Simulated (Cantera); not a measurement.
What does this Cantera script print?

```python
import numpy as np
import cantera as ct

gas = ct.Solution("gri30.yaml")
gas.TPX = 625, 1000000, {'CH4': 1, 'CO': 0.8, 'O2': 2.73, 'N2': 10.3}
inlet = ct.Reservoir(gas, clone=True)
gas.equilibrate("HP")  # start burning
reactor = ct.IdealGasConstPressureReactor(gas, energy="on", clone=False)
exhaust = ct.Reservoir(gas, clone=True)
tau = [0.04, 0.016, 0.0065, 0.0026, 0.001, 0.00042, 0.00017, 6.7e-05, 2.7e-05][0]
for a, b in ((inlet, reactor), (reactor, exhaust)):
    ct.MassFlowController(a, b, mdot=lambda t: reactor.mass / tau)
net = ct.ReactorNet([reactor])
show = ['CH4', 'CO', 'O2', 'NO', 'O', 'C2H2']

rows = []
print(f"{'tau/s':>10s}{'T/K':>9s}" + "".join(f"{s:>11s}" for s in show))
for tau in [0.04, 0.016, 0.0065, 0.0026, 0.001, 0.00042, 0.00017, 6.7e-05, 2.7e-05]:
    net.initial_time = 0.0
    net.advance(30 * tau)
    before = gas.X
    net.advance(40 * tau)
    drift = np.max(np.abs(gas.X - before) / (gas.X + 1e-9))
    rows.append([gas.T, *gas[show].X, drift])
    print(f"{tau:10.3e}{gas.T:9.1f}" + "".join(f"{x:11.3e}" for x in gas[show].X))
```

It prints:

```
     tau/s      T/K        CH4         CO         O2         NO          O       C2H2
 4.000e-02   2381.9  6.771e-07  4.966e-03  2.251e-02  4.279e-03  3.817e-04  1.495e-11
 1.600e-02   2382.7  1.648e-06  5.114e-03  2.311e-02  3.203e-03  3.977e-04  8.403e-11
 6.500e-03   2381.8  3.891e-06  5.455e-03  2.384e-02  2.059e-03  4.245e-04  4.406e-10
 2.600e-03   2376.3  9.094e-06  6.235e-03  2.468e-02  1.167e-03  4.746e-04  2.163e-09
 1.000e-03   2361.2  2.098e-05  7.964e-03  2.584e-02  6.280e-04  5.821e-04  9.320e-09
 4.200e-04   2334.6  4.243e-05  1.082e-02  2.745e-02  3.735e-04  7.738e-04  2.759e-08
 1.700e-04   2289.8  8.546e-05  1.547e-02  3.001e-02  2.266e-04  1.119e-03  6.952e-08
 6.700e-05   2222.3  1.788e-04  2.238e-02  3.391e-02  1.357e-04  1.645e-03  1.652e-07
 2.700e-05   2128.6  4.059e-04  3.218e-02  3.980e-02  7.653e-05  2.202e-03  4.286e-07
```

Computed with Cantera and GRI-Mech 3.0 (53 species, 325 reactions).
